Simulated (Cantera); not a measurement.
Feed: 1 mol S, a varied amount of SO2, 4.9 mol N2, equilibrated at 3148.15 K and 880 Pa.

Equilibrium computed with Cantera from the NASA thermochemical tables; the gas is ideal and each condensed phase is pure. Candidate condensed phases: S; 17 gas species. Rates play no part.

Task: At 0.05 mol SO2, list the 6 most abundant gas species with their mole fractions, and the condensed phases.

Result: N2 0.814, S 0.167, O 0.0116, SO 0.00419, S2 0.00168, NO 0.000743. Condensed: gas only.
